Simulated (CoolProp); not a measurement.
R21 at several states: fugacity coefficient from the reference equation and from simpler models built on Tc = 452.7 K, pc = 5.289 MPa, ω = 0.206; each cubic takes its own stable root.

Computed with CoolProp (reference Helmholtz-energy equation of state, Platzer 1990). This equation is an older, rougher fit; its heat capacities, sound speeds and derivatives of the liquid may be far off and weren't checked against measurements.

```
T (K)  p (MPa)   phase  reference
-----  -------  ------  ---------
437.9      7.5  liquid     0.4323
353.3     0.45     gas     0.9315
320.9   0.0518     gas     0.9889
```

How far does each simpler model (van der Waals, Redlich-Kwong, Soave-Redlich-Kwong, Peng-Robinson) lie from the reference over these 3 states: mean and median of the absolute difference, and the worst?


- van der Waals: mean 6.4 %, median 2.5 %, worst +16.2 % at 437.9 K and 7.5 MPa
- Redlich-Kwong: mean 2.3 %, median 1.1 %, worst +5.4 % at 437.9 K and 7.5 MPa
- Soave-Redlich-Kwong: mean 1.4 %, median 0.7 %, worst +3.4 % at 437.9 K and 7.5 MPa
- Peng-Robinson: mean 0.5 %, median 0.3 %, worst -1.1 % at 437.9 K and 7.5 MPa
